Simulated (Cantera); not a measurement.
Input (Python, Cantera):

```python
import numpy as np
import cantera as ct

surf = ct.Interface("diamond.yaml", "diamond_100")
gas, bulk = surf.adjacent["gas"], surf.adjacent["diamond"]
k = surf.kinetics_species_index(bulk.species_names[0])
cover = ["c6HH", "c6H*", "c6*H", "c6**", "c6HM", "c6B"]

rows, drift = [], 0.0
print(f"{'T':>10s}{'um/h':>11s}" + "".join(f"{s:>11s}" for s in cover))
for v in [925, 975, 1025, 1075, 1125, 1175, 1225, 1275, 1325, 1375]:
    T, P, xH, xCH3 = v, 3300, 0.0063, 0.00093
    gas.TPX = T, P, {"H": xH, "CH3": xCH3, "CH4": 0.029, "H2": 1 - xH - xCH3 - 0.029}
    surf.TP = bulk.TP = T, P
    surf.coverages = "c6H*:0.1, c6HH:0.9"
    surf.advance_coverages(100.0)
    before = surf.coverages
    surf.advance_coverages(100.0)
    drift = max(drift, np.max(np.abs(surf.coverages - before) / (surf.coverages + 1e-9)))
    rate = surf.net_production_rates[k] * bulk.mean_molecular_weight / bulk.density * 3.6e9
    rows.append([rate, *surf[cover].coverages])
    print(f"{v:10.4g}{rate:11.4e}" + "".join(f"{x:11.3e}" for x in rows[-1][1:]))
```

It prints:

```
         T       um/h       c6HH       c6H*       c6*H       c6**       c6HM        c6B
       925 9.6038e+00  5.868e-01  1.075e-02  2.756e-01  4.613e-03  9.602e-02  2.606e-08
       975 1.2497e+01  5.570e-01  1.450e-02  3.182e-01  7.005e-03  7.730e-02  3.391e-08
      1025 1.5136e+01  5.271e-01  1.881e-02  3.589e-01  1.016e-02  6.046e-02  4.107e-08
      1075 1.6321e+01  4.993e-01  2.371e-02  3.981e-01  1.419e-02  4.353e-02  4.429e-08
      1125 1.4717e+01  4.739e-01  2.914e-02  4.357e-01  1.918e-02  2.662e-02  3.994e-08
      1175 1.1066e+01  4.484e-01  3.488e-02  4.688e-01  2.506e-02  1.325e-02  3.003e-08
      1225 7.8724e+00  4.216e-01  4.059e-02  4.948e-01  3.158e-02  5.648e-03  2.136e-08
      1275 6.2713e+00  3.951e-01  4.615e-02  5.140e-01  3.859e-02  2.248e-03  1.702e-08
      1325 5.8645e+00  3.704e-01  5.153e-02  5.281e-01  4.601e-02  8.817e-04  1.591e-08
      1375 5.8083e+00  3.481e-01  5.674e-02  5.383e-01  5.381e-02  3.453e-04  1.576e-08
```

Computed with Cantera and the Harris–Goodwin 1993 mechanism for the reconstructed diamond (100) surface.
